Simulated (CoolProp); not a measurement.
Vapour-liquid equilibrium of propane (1) + R236EA (2) at 326.5 K; x and y are mole fractions of (1).

The numbers come from the multi-fluid Helmholtz-energy mixture model, Lemmon 2009 and Rui 2013; pair parameters Bell 2016 in CoolProp.

Problem. Give the bubble pressure and the first vapour's composition at x = 0.2, 0.5, 0.8. Is there an azeotrope?

Solution. x = 0.2: 1.117 MPa, y = 0.568; x = 0.5: 1.561 MPa, y = 0.733; x = 0.8: 1.787 MPa, y = 0.851. No azeotrope shows between x = 0.05 and 0.95.

Pair parameters are fitted to limited data, so mixtures are less certain than the pure fluids.
